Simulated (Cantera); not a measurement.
Feed: 1 mol Hg, 98 mol N₂, equilibrated at 1.33 mbar.

Cantera equilibrium calculation (NASA polynomials, part measured and part estimated; ideal gas, pure solids and liquids). Candidate condensed phases: Hg; 3 gas species. Equilibrium is a limit: real reactors are often held back by kinetics, nucleation or transport. All values below are at 777 °C.

Base state: N₂ 0.990, Hg 0.0101 (mole fractions); condensed: gas only.

Problem. What changes in the equilibrium state with this change: Hg replaced by PbO?

Solution. 
```csv
species,before,after
N₂,0.990,0.999
PbO,0,0.00111
Pb,0,0.000199
Hg,0.0101,0
O₂,0,9.86e-5
"PbO(yellow), mol",0,0.872
```
Further candidate phases: Pb, PbO, PbO₂, Pb₃O₄.
